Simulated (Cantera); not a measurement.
Hydrogen reduction and annealing atmospheres: Ta2O5 + H2 + H2O

Charge: 1 mol Ta2O5, 0.4 mol H2, 3.4 mol H2O, at 0.0133 bar.

These are equilibrium values from Cantera (NASA tables, ideal gas, pure condensed phases), not measurements of a reactor. Candidate condensed phases: H2O, Ta, Ta2O5; 12 gas species. The numbers say what is thermodynamically allowed, not how fast it happens.

| T (K) | log p H2O | log p H2 | log p H | log p OH | log p O2 | n Ta2O5(s) |
|---|---|---|---|---|---|---|
| 1025 | -1.92 | -2.85 | -9.79 | -11.43 | <-13 | 1.00 |
| 1175 | -1.92 | -2.85 | -8.34 | -9.57 | <-13 | 1.00 |
| 1325 | -1.92 | -2.85 | -7.21 | -8.12 | -11.89 | 1.00 |
| 1475 | -1.92 | -2.85 | -6.31 | -6.97 | -9.88 | 1.00 |
| 1625 | -1.92 | -2.85 | -5.58 | -6.02 | -8.25 | 1.00 |
| 1775 | -1.92 | -2.85 | -4.97 | -5.24 | -6.88 | 1.00 |
| 1925 | -1.93 | -2.85 | -4.45 | -4.58 | -5.73 | 1.00 |
log p: log10 of the partial pressure in bar; n: condensed amount in mol.

From 1025 K to 1925 K the condensed part is Ta2O5(s).
